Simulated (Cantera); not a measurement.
An adiabatic, constant-pressure homogeneous reactor starts with 17.4 % CH3OH, 17.4 % O2, 65.3 % N2, at 1650 K and 3.30 bar.

Model: GRI-Mech 3.0 (53 species, 325 reactions), integrated in Cantera. GRI-Mech 3.0 was tuned for natural gas; its chemistry of methanol as a main component is partial and can be far from experiment.

x: mole fraction; the columns are a selection and need not sum to one.

```
t (s)     T (K)  x CH3OH     x O2     x NO2      x NO    x H2O    x HO2   x C2H6
--------  -----  -------  -------  --------  --------  -------  -------  -------
4.00e-6    1651    0.171    0.172    <1e-12  6.47e-12  0.00106      [?]  6.46e-7
9.72e-6    1665    0.159    0.166  8.87e-12  3.94e-11  0.00763      [?]  1.09e-6
2.36e-5    2453   <1e-12   0.0111   3.51e-9   2.57e-5    0.185      [?]   <1e-12
5.74e-5    2813   <1e-12  0.00390   4.25e-8  0.000299    0.213      [?]   <1e-12
0.000139   2854   <1e-12  0.00299   1.20e-7  0.000865    0.217  2.62e-6   <1e-12
0.000339   2851   <1e-12  0.00285   2.67e-7   0.00196    0.217  2.51e-6   <1e-12
0.000823   2846   <1e-12  0.00270   4.32e-7   0.00324    0.217  2.39e-6   <1e-12
0.00200    2845   <1e-12  0.00265   4.83e-7   0.00365    0.217  2.35e-6   <1e-12
0.00486    2844   <1e-12  0.00265   4.85e-7   0.00366    0.217  2.35e-6   <1e-12
0.0118     2844   <1e-12  0.00265   4.85e-7   0.00366    0.217  2.35e-6   <1e-12
0.0287     2844   <1e-12  0.00265   4.85e-7   0.00366    0.217  2.35e-6   <1e-12
0.0697     2844   <1e-12  0.00265   4.85e-7   0.00366    0.217  2.35e-6   <1e-12
0.169      2844   <1e-12  0.00265   4.85e-7   0.00366    0.217  2.35e-6   <1e-12
0.412      2844   <1e-12  0.00265   4.85e-7   0.00366    0.217  2.35e-6   <1e-12
1.00       2844   <1e-12  0.00265   4.85e-7   0.00366    0.217  2.35e-6   <1e-12
```

Task: Complete the blanks.

Result: 
- 4.00e-6, x HO2: 0.000742
- 9.72e-6, x HO2: 0.00183
- 2.36e-5, x HO2: 9.19e-6
- 5.74e-5, x HO2: 3.28e-6
